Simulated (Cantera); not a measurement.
Input (Python, Cantera) and output of one run.

```python
import numpy as np
import cantera as ct

gas_names = """
    C CN CO CO2 C2 CCN CNC C2N2 C2O C3 C3O2 C4 C4N2 C5 Fe FeC5O5 FeO N NCO NO NO2 NO3 N2 N2O O O2 O3
""".split()
cond_names = """
    C(gr) Fe(a) Fe(c) Fe(d) Fe(L) FeC5O5(L) FeO(s) FeO(L) Fe2O3(s) Fe3O4(s)
""".split()


# ... load() reads the species with a 1 bar reference pressure and builds the phases ...
atoms = {
    'Fe(CO)5': {'Fe': 1, 'C': 5, 'O': 5},
    'CO': {'C': 1, 'O': 1},
    'N2': {'N': 2},
}
top_T = {'C(gr)': 4500, 'Fe2O3(s)': 1830, 'Fe3O4(s)': 1870}  # K; cautious upper limits of use, not melting points


# ... equilibrate(T, P, feed) seeds the gas with the atoms and calls Mixture.equilibrate('TP', solver="vcs", rtol=1e-11, max_steps=5000) ...
results = []
feed = {'Fe(CO)5': 1, 'CO': 0.23, 'N2': 0.35}  # mol
P = 1333.22  # Pa
for T in [923, 998, 1073, 1148, 1223, 1298, 1373, 1448]:
    mix = equilibrate(T, P, feed)
    results.append((T, P, feed, dict(zip(mix.species_names, mix.species_moles))))
    x = sorted(zip(gas.X, gas.species_names), reverse=True)
    print(f"T = {T:g} K  P = {P:g} Pa  gas = {mix.phase_moles(0):.4g} mol")
    print("   x: " + "  ".join(f"{s} {v:.3e}" for v, s in x if v > 1e-06))
    print("   condensed (mol): " + ("  ".join(f"{mix.phase(i).name} {mix.phase_moles(i):.4g}"
          for i in range(1, mix.n_phases) if mix.phase_moles(i) > 1e-12) or "none"))
```

Result:

```
T = 923 K  P = 1333.22 Pa  gas = 5.396 mol
   x: CO 9.010e-01  N2 6.487e-02  CO2 3.414e-02
   condensed (mol): C(gr) 0.1842  Fe(a) 1
T = 998 K  P = 1333.22 Pa  gas = 5.542 mol
   x: CO 9.300e-01  N2 6.315e-02  CO2 6.817e-03
   condensed (mol): C(gr) 0.03778  Fe(a) 1
T = 1073 K  P = 1333.22 Pa  gas = 5.571 mol
   x: CO 9.355e-01  N2 6.283e-02  CO2 1.643e-03
   condensed (mol): C(gr) 0.009154  Fe(a) 1
T = 1148 K  P = 1333.22 Pa  gas = 5.577 mol
   x: CO 9.368e-01  N2 6.275e-02  CO2 4.760e-04
   condensed (mol): C(gr) 0.002655  Fe(a) 1
T = 1223 K  P = 1333.22 Pa  gas = 5.579 mol
   x: CO 9.371e-01  N2 6.273e-02  CO2 1.611e-04
   condensed (mol): C(gr) 0.0008986  Fe(c) 1
T = 1298 K  P = 1333.22 Pa  gas = 5.58 mol
   x: CO 9.372e-01  N2 6.273e-02  CO2 6.203e-05
   condensed (mol): C(gr) 0.0003461  Fe(c) 1
T = 1373 K  P = 1333.22 Pa  gas = 5.58 mol
   x: CO 9.372e-01  N2 6.273e-02  CO2 2.662e-05
   condensed (mol): C(gr) 0.0001485  Fe(c) 1
T = 1448 K  P = 1333.22 Pa  gas = 5.58 mol
   x: CO 9.373e-01  N2 6.272e-02  CO2 1.252e-05  Fe 3.576e-06
   condensed (mol): C(gr) 6.986e-05  Fe(c) 1
```

Cantera equilibrium calculation (NASA polynomials, part measured and part estimated; ideal gas, pure solids and liquids). Condensed phases not in the tables: cementite and carbon dissolved in iron.
